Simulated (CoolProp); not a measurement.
Vapour-liquid equilibrium of CHF3 (R23) (1) + isobutane (2) at -5.85 °C; x and y are mole fractions of (1).

The numbers come from the multi-fluid Helmholtz-energy mixture model, Penoncello 2003 and Bücker 2006; pair parameters Bell 2016 in CoolProp.

```tsv
x	bubble pressure (MPa)	y at the bubble point	dew pressure at overall composition x (MPa)	liquid density (mol/L)
0.05	0.4214	0.687	0.1338	10.29
0.125	0.7946	0.828	(withheld)	10.57
0.2	1.082	0.871	0.1599	10.85
0.275	1.290	0.890	0.1770	11.15
0.35	1.433	0.901	0.1981	11.44
0.425	1.528	0.908	0.2247	11.75
0.5	1.595	0.912	(withheld)	12.07
0.575	(withheld)	0.917	0.3068	(withheld)
0.65	1.702	0.921	0.3751	(withheld)
0.725	1.763	0.928	0.4824	13.16
0.8	(withheld)	0.938	0.6754	(withheld)
0.875	1.933	0.954	1.122	14.17
0.95	2.043	(withheld)	1.913	14.85
```

### Question
Some entries are withheld; supply them.

### Answer

- 0.125, dew pressure at overall composition x (MPa): 0.1457
- 0.5, dew pressure at overall composition x (MPa): 0.2595
- 0.575, bubble pressure (MPa): 1.649
- 0.575, liquid density (mol/L): 12.40
- 0.65, liquid density (mol/L): 12.77
- 0.8, bubble pressure (MPa): 1.839
- 0.8, liquid density (mol/L): 13.62
- 0.95, y at the bubble point: 0.977

No azeotrope shows between x = 0.05 and 0.95.

Pair parameters are fitted to limited data, so mixtures are less certain than the pure fluids. With so large a gap from Raoult's law the liquid may split in two, which this calculation doesn't test in full.
